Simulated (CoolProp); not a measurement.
Carbonyl sulfide along the isobar 87.5 bar: Z from the reference equation and from simpler models built on Tc = 378.8 K, pc = 63.69 bar, ω = 0.098; each cubic takes its own stable root.

The numbers come from the reference Helmholtz-energy equation of state, Lemmon 2006 in CoolProp. It is a short technical equation, of lower accuracy than the large ones.

| T (K) | phase | reference |
|---|---|---|
| 312.1 | liquid | 0.2066 |
| 320.2 | liquid | 0.2063 |
| 328.2 | liquid | 0.2065 |
| 336.3 | liquid | 0.2074 |
| 344.4 | liquid | 0.2091 |
| 352.4 | liquid | 0.2118 |
| 360.5 | liquid | 0.2159 |
| 368.6 | liquid | 0.2221 |
| 376.6 | liquid | 0.2315 |
| 384.7 | supercritical | 0.2479 |
| 392.8 | supercritical | 0.2832 |
| 400.8 | supercritical | 0.3689 |
| 408.9 | supercritical | 0.4651 |

Question: How far does each simpler model (Redlich-Kwong, Soave-Redlich-Kwong) lie from the reference over these 13 states: mean and median of the absolute difference, and the worst?

Answer: 
- Redlich-Kwong: mean 11.4 %, median 11.6 %, worst +17.2 % at 384.7 K and 87.5 bar
- Soave-Redlich-Kwong: mean 11.7 %, median 11.3 %, worst +18.3 % at 392.8 K and 87.5 bar
